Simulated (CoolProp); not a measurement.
Propylene along the isotherm 235.85 °C: fugacity coefficient from the reference equation and from simpler models built on Tc = 91.1 °C, pc = 4.555 MPa, ω = 0.146; each cubic takes its own stable root.

Model: reference Helmholtz-energy equation of state, Lemmon 2013, in CoolProp.

```json
[
 {"p (MPa)": "0.144", "phase": "gas", "reference": "0.9964"},
 {"p (MPa)": "0.273", "phase": "gas", "reference": "0.9932"},
 {"p (MPa)": "0.518", "phase": "gas", "reference": "0.9872"},
 {"p (MPa)": "0.981", "phase": "gas", "reference": "0.9758"},
 {"p (MPa)": "1.86", "phase": "gas", "reference": "0.9548"},
 {"p (MPa)": "3.53", "phase": "gas", "reference": "0.9164"},
 {"p (MPa)": "6.69", "phase": "supercritical", "reference": "0.8496"},
 {"p (MPa)": "12.7", "phase": "supercritical", "reference": "0.7453"},
 {"p (MPa)": "24", "phase": "supercritical", "reference": "0.6387"},
 {"p (MPa)": "45.5", "phase": "supercritical", "reference": "0.6181"}
]
```

Task: How far does each simpler model (van der Waals, Redlich-Kwong, Soave-Redlich-Kwong) lie from the reference over these 10 states: mean and median of the absolute difference, and the worst?

Result: 
- van der Waals: mean 2.1 %, median 1.0 %, worst -6.8 % at 235.85 °C and 24 MPa
- Redlich-Kwong: mean 1.0 %, median 0.6 %, worst -2.6 % at 235.85 °C and 24 MPa
- Soave-Redlich-Kwong: mean 2.6 %, median 0.6 %, worst +11.5 % at 235.85 °C and 45.5 MPa
